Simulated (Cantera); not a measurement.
A closed system holds: 1 mol BN, 32 mol HCl, at 1375 °C and 57.0 Pa.

Method: chemical equilibrium by Gibbs-energy minimisation in Cantera with the NASA 1993 tables (ideal gas, pure condensed phases). Candidate condensed phases: B, BN, NH₄Cl; 21 gas species. The tables' values for BCl, BCl₂ are old estimates; treat these amounts as uncertain. Gases not in the tables: BHCl₂. The numbers say what is thermodynamically allowed, not how fast it happens.

Base state: HCl 0.892, H₂ 0.0485, BCl₃ 0.0264, N₂ 0.0155, Cl 0.0119, BCl 0.00234, BCl₂ 0.00217, H 0.000822 (mole fractions); condensed: gas only.

Problem. What changes in the equilibrium state with this change: pressure from 57.0 Pa to 13300 Pa?

Solution. 
```json
[
 {"species": "HCl", "before": "0.892", "after": "0.905"},
 {"species": "H₂", "before": "0.0485", "after": "0.0471"},
 {"species": "BCl₃", "before": "0.0264", "after": "0.0311"},
 {"species": "Cl", "before": "0.0119", "after": "0.000797"},
 {"species": "N₂", "before": "0.0155", "after": "0.0156"},
 {"species": "BCl", "before": "0.00234", "after": "1.11e-5"},
 {"species": "H", "before": "0.000822", "after": "5.29e-5"},
 {"species": "BCl₂", "before": "0.00217", "after": "0.000162"}
]
```
The tables' values for BCl₂, BCl are old estimates; treat these amounts as uncertain.

Problem. What changes in the equilibrium state with this change: pressure from 57.0 Pa to 1330 Pa?

Solution. 
| species | before | after |
|---|---|---|
| HCl | 0.892 | 0.903 |
| H₂ | 0.0485 | 0.0476 |
| BCl₃ | 0.0264 | 0.0306 |
| Cl | 0.0119 | 0.00250 |
| N₂ | 0.0155 | 0.0156 |
| BCl | 0.00234 | 0.000111 |
| H | 0.000822 | 0.000168 |
The tables' values for BCl₂, BCl are old estimates; treat these amounts as uncertain.

Problem. What changes in the equilibrium state with this change: temperature from 1375 °C to 775 °C?

Solution. 
```
species      before    after
----------  -------  -------
HCl           0.892    0.963
H₂           0.0485   0.0185
BCl₃         0.0264   0.0124
Cl           0.0119  2.10e-6
N₂           0.0155  0.00618
BCl         0.00234    <1e-9
BCl₂        0.00217  4.71e-8
BN(s), mol        0    0.605
```
